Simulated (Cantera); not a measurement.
**Low-pressure radical oxidation in H2/O2**

An isothermal, constant-pressure homogeneous reactor starts with H₂ : O₂ = 0.022 : 1 (molar parts), at 1250 K and 0.0263 atm.

Detailed kinetics in Cantera: GRI-Mech 3.0 (53 species, 325 reactions). Radical loss at walls, strong at low pressure, is not modelled.

| t (s) | x H₂ | x O₂ | x OH | x HO₂ | x O | x H₂O | x H₂O₂ |
|---|---|---|---|---|---|---|---|
| 4.00e-6 | 0.0215 | 0.978 | 4.11e-11 | 3.84e-10 | 4.14e-11 | <1e-12 | <1e-12 |
| 3.36e-5 | 0.0215 | 0.978 | 1.74e-9 | 3.23e-9 | 1.87e-9 | 3.17e-10 | <1e-12 |
| 0.000283 | 0.0215 | 0.978 | 6.84e-8 | 2.75e-8 | 9.22e-8 | 8.68e-8 | 2.00e-11 |
| 0.00238 | 0.000889 | 0.961 | 0.00278 | 3.67e-6 | 0.0151 | 0.0182 | 1.46e-7 |
| 0.0200 | 0.000104 | 0.968 | 0.00141 | 2.32e-6 | 0.00936 | 0.0205 | 6.66e-8 |
| 0.168 | 9.59e-6 | 0.977 | 0.000433 | 6.50e-7 | 0.000843 | 0.0215 | 3.30e-8 |
| 1.41 | 2.77e-7 | 0.978 | 7.45e-5 | 4.55e-8 | 2.45e-5 | 0.0217 | 4.04e-9 |
| 11.9 | 1.47e-8 | 0.978 | 1.73e-5 | 1.03e-8 | 1.32e-6 | 0.0218 | 3.49e-10 |
| 100 | 4.69e-9 | 0.978 | 9.79e-6 | 1.37e-8 | 4.23e-7 | 0.0218 | 1.30e-10 |
x: mole fraction; the columns are a selection and need not sum to one.

Equilibrium at this temperature and pressure: H₂ 4.68e-9, O₂ 0.978, OH 9.78e-6, HO₂ 1.37e-8, O 4.22e-7, H₂O 0.0218, H₂O₂ 1.29e-10 (gas phase only).
